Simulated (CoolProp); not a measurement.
A single-stage vapour-compression cycle with R236EA: evaporating at 277.15 K (dew point), condensing at 341.15 K (bubble point), superheat 2 K, subcooling 8 K, compressor efficiency 0.9, no pressure losses. Each further row changes one setting.

The numbers come from the reference Helmholtz-energy equation of state, Rui 2013 in CoolProp.

```
case                              cooling COP  pressure ratio  discharge temperature (K)  refrigerating effect (kJ/kg)  volumetric capacity (kJ/m³)
--------------------------------  -----------  --------------  -------------------------  ----------------------------  ---------------------------
as stated                                2.84            8.03                      341.1                          96.6                          611
evaporating temperature 282.15 K         3.25            6.56                      341.1                           100                          769
condensing temperature 336.15 K          3.23            7.05                      336.2                           103                          653
subcooling 13 K                          3.03            8.03                      341.1                           103                          653
superheat 12 K                           2.93            8.03                      341.8                           105                          638
compressor efficiency 0.8                2.52            8.03                      341.1                          96.6                          611
```

The compression ends wet for: as stated; evaporating temperature 282.15 K; condensing temperature 336.15 K; subcooling 13 K; compressor efficiency 0.8.
